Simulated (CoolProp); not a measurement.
Properties of CHF3 (R23) at several states (Tc = 299.3 K, pc = 4.832 MPa, ω = 0.263).

Values from CoolProp's reference Helmholtz-energy equation of state, Penoncello 2003.

| T (K) | p (MPa) | phase | cp (kJ/(kg K)) | cv (kJ/(kg K)) | isothermal compressibility (1/MPa) | viscosity (µPa s) | Prandtl number |
|---|---|---|---|---|---|---|---|
| 407.3 | 0.0819 | gas | 0.8825 | 0.7623 | 12.23 | 19.8 | 0.901 |
| 229.6 | 1.45 | liquid | 1.345 | 0.7288 | 0.003724 | 176 | 2.21 |
| 404.9 | 0.0416 | gas | 0.8784 | 0.7589 | 24.06 | 19.7 | 0.901 |
| 178.5 | 0.61 | liquid | 1.218 | 0.7147 | 0.001426 | 381 | 3.15 |
| 144.8 | 11.9 | liquid | 1.184 | 0.7328 | 0.0007889 | 888 | 5.24 |
| 475 | 0.0518 | gas | 0.9628 | 0.8435 | 19.32 | 22.6 | 0.947 |

Viscosity comes from a separate model (Shan 2000). Thermal conductivity comes from a separate model (Shan 2000).
